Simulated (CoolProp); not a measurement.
Saturation properties of C3F8 (R218) (Tc = 71.9 °C, pc = 2.640 MPa, ω = 0.317).

Model: reference Helmholtz-energy equation of state, Lemmon 2006, in CoolProp. It is a short technical equation, of lower accuracy than the large ones.

| T (°C) | p (MPa) | enthalpy of vaporisation (kJ/kg) | liquid cp (kJ/(kg K)) | vapour Z |
|---|---|---|---|---|
| -107.05 | 0.0007828 | 127.9 | 0.8428 | 0.9982 |
| -98.75 | 0.001782 | 125.3 | 0.8563 | 0.9967 |
| -90.45 | 0.003712 | 122.8 | 0.8703 | 0.9945 |
| -82.15 | 0.007171 | 120.2 | 0.8848 | 0.9912 |
| -73.85 | 0.01298 | 117.6 | 0.8999 | 0.9868 |
| -65.55 | 0.02220 | 115.0 | 0.9155 | 0.9809 |
| -57.25 | 0.03615 | 112.3 | 0.9318 | 0.9734 |
| -48.95 | 0.05641 | 109.5 | 0.9487 | 0.9641 |

It boils at -36.8 °C under 1 atm.
